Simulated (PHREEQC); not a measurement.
A solution holds 0.35 mol H2SO4, 0.21 mol K2SO4 and 0.0052 mol H3BO3 per kg of water, at 25 °C. Closed to the air; pH follows from the charge balance.

The numbers come from PHREEQC with the ion-association model, phreeqc.dat.

This is a speciation only: nothing precipitates in the calculation.

Order these S species by the share of S that they hold, largest first: SO4-2, HSO4-, KSO4-.

HSO4- (76 %), SO4-2 (17 %), KSO4- (7.1 %)

The pH is 0.69 and the ionic strength 0.746 mol/kgw. Caution: at this ionic strength the ion-association model is outside its range; a Pitzer model would be the better tool where its parameters exist.
